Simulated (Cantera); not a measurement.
Charge: 1 mol H₂O, 0.42 mol H₂, at 848.15 K and 1.60 mbar.

Cantera equilibrium calculation (NASA polynomials, part measured and part estimated; ideal gas, pure solids and liquids). Candidate condensed phases: H₂O; 9 gas species. Equilibrium is a limit: real reactors are often held back by kinetics, nucleation or transport.

Q: What is the equilibrium state?

A: 
```json
{
 "x(H₂O)": "0.704",
 "x(H₂)": "0.296",
 "gas_amount": "1.420 mol"
}
```
